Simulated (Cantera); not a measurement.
# Thermodynamics of roasting and sulfation, feed FeS + SO2 + CO2

A closed system holds: 1 mol FeS, 0.17 mol SO2, 2.7 mol CO2, held at 1127 °C.

Cantera equilibrium calculation (NASA polynomials, part measured and part estimated; ideal gas, pure solids and liquids). Candidate condensed phases: C, Fe, Fe(CO)5, FeO, FeS, FeSO4, FeS2, Fe2O3, Fe2(SO4)3, Fe3O4, S; 25 gas species. Metal and sulfide melt together well below either melting point, which pure phases cannot show. Mutual solubility and eutectic melting of coexisting phases are not modelled. The tables' stoichiometric FeO is somewhat more stable than real wüstite, so its field is too wide. FeO, FeS: taken at fixed stoichiometry. Rates play no part.

From 10.0 mbar to 4.40 bar the condensed part is FeO(s) + FeS(s). At 20.0 bar the condensed part is FeS(s) + Fe3O4(s).

```
P (Pa)   x CO2    x CO   x SO2     x S2    x COS  n FeO(s)  n FeS(s)  n Fe3O4(s)
-------  -----  ------  ------  -------  -------  --------  --------  ----------
1000     0.607   0.235  0.0815   0.0721  0.00126     0.567     0.433           0
4600     0.708   0.166  0.0803   0.0429  0.00147     0.355     0.645           0
21000    0.783   0.112  0.0763   0.0250  0.00163     0.220     0.780           0
96000    0.837  0.0740  0.0717   0.0144  0.00174     0.137     0.863           0
440000   0.874  0.0474  0.0677  0.00837  0.00181    0.0859     0.914           0
2000000  0.897  0.0315  0.0626  0.00570  0.00212         0     0.946      0.0181
```
x: gas mole fraction; n: condensed amount in mol.
